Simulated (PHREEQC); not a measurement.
**Metal-bearing waste water: an equilibrium model**

Make-up at 20 °C: 7.3 mmol/kgw MnSO4, 180 mmol/kgw CuCl2, 23 mmol/kgw NaHCO3, 0.23 mmol/kgw NaCl and 180 mmol/kgw HNO3. Closed to the air; pH follows from the charge balance.

Computed with PHREEQC (ion-association model, phreeqc.dat).

No solid was allowed to form.

Task: Predict the pH.

Result: pH 0.94.

Task: In which forms is S present?

Result: HSO4- 54 %, CuSO4 24 %, SO4-2 22 %, MnSO4 0.7 % of the S.
